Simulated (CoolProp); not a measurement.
Saturation properties of n-undecane (Tc = 638.8 K, pc = 1.990 MPa, ω = 0.539).

The numbers come from the reference Helmholtz-energy equation of state, Aleksandrov 2011 in CoolProp. It is a short technical equation, of lower accuracy than the large ones.

```csv
T (K),p (MPa),liquid density (kg/m³),enthalpy of vaporisation (kJ/kg),vapour Z
418.9,0.02471,642.5,294.5,…
440.3,0.04745,…,282.3,…
461.6,0.08435,606.0,269.6,0.9391
482.9,0.1410,586.4,256.1,0.9134
504.2,0.2238,565.5,241.5,0.8811
525.5,0.3402,543.0,225.5,0.8409
546.9,0.4996,…,207.4,0.7914
568.2,…,489.8,186.5,0.7307
```

Problem. Complete the blanks.

Solution. 
- 418.9, vapour Z: 0.9738
- 440.3, liquid density (kg/m³): 624.6
- 440.3, vapour Z: 0.9589
- 546.9, liquid density (kg/m³): 518.0
- 568.2, p (MPa): 0.7104

It boils at 468.9 K under 1 atm.
